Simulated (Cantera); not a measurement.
A Cantera script and its output.

```python
import numpy as np
import cantera as ct

gas = ct.Solution("gri30.yaml")


def delay(T, t_max=10):
    gas.TPX = T, 410000, {'CH4': 1, 'H2': 0.22, 'O2': 3.84, 'N2': 13.8}
    reactor = ct.IdealGasReactor(gas, clone=False)
    net = ct.ReactorNet([reactor])
    net.rtol, net.atol = 1e-8, 1e-16
    while net.time < t_max:
        t_old, T_old = net.time, reactor.T
        net.step()
        if reactor.T > T + 400:  # ignition: a rise of 400 K
            return t_old + (T + 400 - T_old) / (reactor.T - T_old) * (net.time - t_old)
    return np.nan


taus = []
for T in [1250, 1325, 1400, 1475, 1550, 1625]:
    taus.append(delay(T))
    print(f"T0 = {T:6g} K   tau = {taus[-1]:.4e} s")
```

Output:

```
T0 =   1250 K   tau = 9.0655e-04 s
T0 =   1325 K   tau = 4.7599e-04 s
T0 =   1400 K   tau = 2.5717e-04 s
T0 =   1475 K   tau = 1.4413e-04 s
T0 =   1550 K   tau = 8.4339e-05 s
T0 =   1625 K   tau = 5.1569e-05 s
```

Cantera simulation using GRI-Mech 3.0 (53 species, 325 reactions); the numbers are that mechanism's predictions, not measurements.
